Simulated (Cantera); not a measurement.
Mixture: CH4 : C2H6 : C3H8 : O2 : N2 : H2O = 1 : 0.15 : 0.031 : 1.91 : 7.2 : 0.79 (molar parts), at 1.00 atm, adiabatic and at constant volume. Ignition delay is the time to a rise of 400 K.

Computed with Cantera and GRI-Mech 3.0 (53 species, 325 reactions).

```csv
quantity,before,after
delay at 1125 K,10.2 ms,1.62 ms
delay at 1325 K,0.981 ms,0.147 ms
delay at 1525 K,0.151 ms,25.5 µs
delay at 1725 K,37.9 µs,6.18 µs
delay at 1925 K,14.7 µs,2.06 µs
apparent activation energy between 1825 and 2025 K,120 kJ/mol,150 kJ/mol
```

Which change was made?
A. constant pressure in place of constant volume
B. C3H8 0.031 to 0.074 parts
C. C2H6 0.15 to 0.079 parts
D. pressure from 1.00 atm to 12.8 atm

D, pressure from 1.00 atm to 12.8 atm
